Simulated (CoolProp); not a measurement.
Normal hydrogen along the isotherm -236.25 °C: density (kg/m³) from the reference equation and from simpler models built on Tc = -240.0 °C, pc = 1.296 MPa, ω = -0.219; each cubic takes its own stable root.

Values from CoolProp's reference Helmholtz-energy equation of state, Leachman 2009.

| p (MPa) | phase | reference | van der Waals | Redlich-Kwong |
|---|---|---|---|---|
| 0.0463 | gas | 0.3069 | 0.3067 | 0.3070 |
| 0.0926 | gas | 0.6193 | 0.6186 | 0.6196 |
| 0.139 | gas | 0.9383 | 0.9367 | 0.9387 |
| 0.185 | gas | 1.260 | 1.258 | 1.261 |
| 0.231 | gas | 1.589 | 1.584 | 1.590 |
| 0.278 | gas | 1.931 | 1.925 | 1.933 |
| 0.324 | gas | 2.273 | 2.264 | 2.275 |
| 0.37 | gas | 2.623 | 2.610 | 2.625 |
| 0.417 | gas | 2.988 | 2.972 | 2.990 |
| 0.463 | gas | 3.353 | 3.333 | 3.355 |
| 0.509 | gas | 3.727 | 3.702 | 3.729 |
| 0.556 | gas | 4.118 | 4.088 | 4.120 |
| 0.602 | gas | 4.511 | 4.475 | 4.512 |
| 0.648 | gas | 4.914 | 4.872 | 4.913 |
